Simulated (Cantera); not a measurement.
**CF4 + Si (fluorocarbon and chlorocarbon gases)**

Feed: 1 mol CF4, 0.3 mol Si, equilibrated at 13300 Pa.

Cantera equilibrium calculation (NASA polynomials, part measured and part estimated; ideal gas, pure solids and liquids). Candidate condensed phases: C, Si, SiC; 23 gas species. The tables' values for SiF3, SiF2, C2F4 are old estimates; treat these amounts as uncertain. Condensed phases not in the tables: fluorocarbon polymer. Gases not in the tables: C2F6 and larger saturated fluorocarbons. Kinetics and transport are ignored.

```tsv
T (K)	x CF4	x F	x CF2	x SiF4	x CF	x CF3	n C(graphite)
773	0.700	<1e-12	<1e-12	0.300	<1e-12	1.33e-12	0.300
973	0.700	8.90e-12	4.82e-10	0.300	<1e-12	2.01e-9	0.300
1173	0.700	6.94e-9	1.85e-7	0.300	<1e-12	2.46e-7	0.300
1373	0.700	7.82e-7	1.23e-5	0.300	3.68e-11	7.38e-6	0.300
1573	0.700	2.66e-5	0.000277	0.300	8.18e-9	9.23e-5	0.300
1773	0.697	0.000408	0.00304	0.299	5.30e-7	0.000647	0.298
1973	0.677	0.00358	0.0200	0.296	1.45e-5	0.00298	0.290
2173	0.600	0.0206	0.0881	0.281	0.000209	0.00959	0.256
2373	0.399	0.0816	0.257	0.241	0.00176	0.0200	0.158
2573	0.135	0.217	0.435	0.182	0.00882	0.0214	0.0108
2773	0.0194	0.390	0.409	0.142	0.0270	0.0105	0.0261
2973	0.00176	0.541	0.270	0.116	0.0591	0.00332	0.171
```
x: gas mole fraction; n: condensed amount in mol.

From 773 K to 2973 K the condensed part is C(graphite). The main Si-bearing gas is SiF4 throughout.
